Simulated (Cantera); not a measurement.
An isothermal, constant-pressure homogeneous reactor starts with CH4 : H2 = 1 : 2.6 (molar parts), at 1725 K and 0.0133 bar. Integrator tolerance rtol = 1e-08.

Detailed kinetics in Cantera: GRI-Mech 3.0 (53 species, 325 reactions). GRI-Mech 3.0 stops at C3 and has no aromatics, soot or wall deposition, so with more carbon than oxygen in the feed, carbon stays in small species such as C2H2 where larger ones or solid carbon would form. Radical loss at walls, strong at low pressure, is not modelled.

Q: What does this change do: H2 2.6 to 5.5 parts?

A: 
```
quantity                                             before                                     after
-----------------  ----------------------------------------  ----------------------------------------
x(CH4) at 6.00 s   0.00178 (gas-phase equilibrium 0.000380)  0.00186 (gas-phase equilibrium 0.000319)
x(H2) at 6.00 s         0.889 (gas-phase equilibrium 0.890)       0.931 (gas-phase equilibrium 0.932)
x(H) at 6.00 s      0.00151 (gas-phase equilibrium 0.00153)   0.00154 (gas-phase equilibrium 0.00156)
x(C2H4) at 6.00 s   5.16e-5 (gas-phase equilibrium 5.13e-5)   3.31e-5 (gas-phase equilibrium 3.29e-5)
x(CH3) at 6.00 s    6.13e-5 (gas-phase equilibrium 1.32e-5)   6.25e-5 (gas-phase equilibrium 1.08e-5)
x(C2H6) at 6.00 s   1.67e-8 (gas-phase equilibrium 1.19e-9)  1.72e-8 (gas-phase equilibrium 7.98e-10)
x(CH2) at 6.00 s    1.08e-7 (gas-phase equilibrium 2.40e-8)   1.07e-7 (gas-phase equilibrium 1.92e-8)
```
